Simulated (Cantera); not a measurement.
A closed system holds: 1 mol Cr, 0.11 mol N2, at 9.30 mbar.

Cantera equilibrium calculation (NASA polynomials, part measured and part estimated; ideal gas, pure solids and liquids). Candidate condensed phases: Cr, CrN, Cr2N; 4 gas species. Rates play no part.

### Question
What share of the Cr ends up in condensed phases as a function of T (K), at 2000, 2100, 2200, 2300, 2400, 2500, 2600?

### Answer
```csv
T (K),Cr condensed (%),as
2000,98.5,Cr(s)
2100,93.9,Cr(s)
2200,1.5,Cr(l)
2300,0.0,-
2400,0.0,-
2500,0.0,-
2600,0.0,-
```
